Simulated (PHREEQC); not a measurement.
Ultrapure water in contact with air or piping: an equilibrium model

Synthetic water in mg/kgw, 25 °C, pH 6.86, pe 8.7:

```json
[
 {"constituent": "Na", "mg/kgw": "0.00482"},
 {"constituent": "K", "mg/kgw": "0.00422"},
 {"constituent": "Ca", "mg/kgw": "0.0101"},
 {"constituent": "Mg", "mg/kgw": "0.00339"},
 {"constituent": "Cl", "mg/kgw": "0.00936"},
 {"constituent": "S(6) as SO4", "mg/kgw": "0.00267"},
 {"constituent": "Alkalinity as HCO3", "mg/kgw": "0.049"},
 {"constituent": "Pb", "mg/kgw": "4.7e-05"},
 {"constituent": "B", "mg/kgw": "1.42e-05"},
 {"constituent": "Zn", "mg/kgw": "2.86e-05"},
 {"constituent": "Cu(2)", "mg/kgw": "7.41e-06"},
 {"constituent": "O(0) (dissolved oxygen)", "mg/kgw": "5.25e-05"},
 {"constituent": "Si as SiO2", "mg/kgw": "0.000286"}
]
```

Cl is adjusted to close the charge balance.
Valence states are taken as typed.

The numbers come from PHREEQC with the ion-association model, phreeqc.dat.

Each row changes one thing in this solution. Precipitation was switched off in this run.

```json
[
 {"case": "as made", "ionic strength (mol/kgw)": "1.66e-6", "HCO3- (mol/kgw)": "8.67e-7", "CO2 (mol/kgw)": "2.69e-7", "CO3-2 (mol/kgw)": "2.96e-10", "Pb+2 (mol/kgw)": "1.98e-10", "Cu(OH)2 (mol/kgw)": "5.87e-11", "SI of Pb(OH)2 (Pb(OH)2)": "-4.14", "SI of Quartz (SiO2)": "-4.34"},
 {"case": "all concentrations times 2 at the same typed pH", "ionic strength (mol/kgw)": "3.18e-6", "HCO3- (mol/kgw)": "[?]", "CO2 (mol/kgw)": "5.17e-7", "CO3-2 (mol/kgw)": "5.71e-10", "Pb+2 (mol/kgw)": "[?]", "Cu(OH)2 (mol/kgw)": "1.17e-10", "SI of Pb(OH)2 (Pb(OH)2)": "-3.84", "SI of Quartz (SiO2)": "-4.04"},
 {"case": "S(6) from 0.00267 to 0.00134 mg/kgw", "ionic strength (mol/kgw)": "1.65e-6", "HCO3- (mol/kgw)": "8.67e-7", "CO2 (mol/kgw)": "2.69e-7", "CO3-2 (mol/kgw)": "2.96e-10", "Pb+2 (mol/kgw)": "1.98e-10", "Cu(OH)2 (mol/kgw)": "5.87e-11", "SI of Pb(OH)2 (Pb(OH)2)": "-4.14", "SI of Quartz (SiO2)": "-4.34"},
 {"case": "pH from 6.86 to 7.86 at the same alkalinity", "ionic strength (mol/kgw)": "1.53e-6", "HCO3- (mol/kgw)": "8.14e-8", "CO2 (mol/kgw)": "2.52e-9", "CO3-2 (mol/kgw)": "2.78e-10", "Pb+2 (mol/kgw)": "9.26e-11", "Cu(OH)2 (mol/kgw)": "1.15e-10", "SI of Pb(OH)2 (Pb(OH)2)": "-2.47", "SI of Quartz (SiO2)": "-4.35"},
 {"case": "Na from 0.00482 to 0.0145 mg/kgw", "ionic strength (mol/kgw)": "[?]", "HCO3- (mol/kgw)": "8.67e-7", "CO2 (mol/kgw)": "2.69e-7", "CO3-2 (mol/kgw)": "2.96e-10", "Pb+2 (mol/kgw)": "1.98e-10", "Cu(OH)2 (mol/kgw)": "5.87e-11", "SI of Pb(OH)2 (Pb(OH)2)": "-4.14", "SI of Quartz (SiO2)": "-4.34"}
]
```

Complete the blanks.


- all concentrations times 2 at the same typed pH, HCO3- (mol/kgw): 1.67e-6
- all concentrations times 2 at the same typed pH, Pb+2 (mol/kgw): 3.94e-10
- Na from 0.00482 to 0.0145 mg/kgw, ionic strength (mol/kgw): 2.08e-6

Species that the database lacks are ignored. The database's constant for dissolved Cu(OH)2 is higher than later reviews accept.
